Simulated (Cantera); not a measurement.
A perfectly stirred reactor is fed with C₂H₆ : N₂ = 1 : 16 (molar parts), at 0.987 atm; it is held at 2000 K, and followed from long to short residence time.

Computed with Cantera and GRI-Mech 3.0 (53 species, 325 reactions). GRI-Mech 3.0 stops at C3 and has no aromatics, soot or wall deposition, so with more carbon than oxygen in the feed, carbon stays in small species such as C2H2 where larger ones or solid carbon would form.

Question: What does this change do: pressure from 0.987 atm to 0.0132 atm?

Answer: 
```csv
quantity,before,after
x(C₂H₆) at τ = 0.570 s,4.06e-7,5.84e-6
x(H₂) at τ = 0.570 s,0.104,0.101
x(CH₄) at τ = 0.570 s,0.000911,0.00157
x(CH₃) at τ = 0.570 s,9.38e-5,0.000665
x(CH₂) at τ = 0.570 s,6.23e-7,1.56e-5
x(C₂H₆) at τ = 16.0 ms,1.34e-5,0.000201
x(H₂) at τ = 16.0 ms,0.0983,0.0876
x(CH₄) at τ = 16.0 ms,0.00426,0.00771
x(CH₃) at τ = 16.0 ms,0.000533,0.00434
x(CH₂) at τ = 16.0 ms,3.93e-6,7.29e-5
```
Radical loss at walls, strong at low pressure, is not modelled.

Question: What does this change do: N2 16 to 6.2 parts?

Answer: 
```json
[
 {"quantity": "x(C₂H₆) at τ = 0.570 s", "before": "4.06e-7", "after": "7.69e-7"},
 {"quantity": "x(H₂) at τ = 0.570 s", "before": "0.104", "after": "0.214"},
 {"quantity": "x(CH₄) at τ = 0.570 s", "before": "0.000911", "after": "0.00204"},
 {"quantity": "x(CH₃) at τ = 0.570 s", "before": "9.38e-5", "after": "0.000145"},
 {"quantity": "x(CH₂) at τ = 0.570 s", "before": "6.23e-7", "after": "6.62e-7"},
 {"quantity": "x(C₂H₆) at τ = 16.0 ms", "before": "1.34e-5", "after": "2.52e-5"},
 {"quantity": "x(H₂) at τ = 16.0 ms", "before": "0.0983", "after": "0.203"},
 {"quantity": "x(CH₄) at τ = 16.0 ms", "before": "0.00426", "after": "0.00977"},
 {"quantity": "x(CH₃) at τ = 16.0 ms", "before": "0.000533", "after": "0.000812"},
 {"quantity": "x(CH₂) at τ = 16.0 ms", "before": "3.93e-6", "after": "3.96e-6"}
]
```
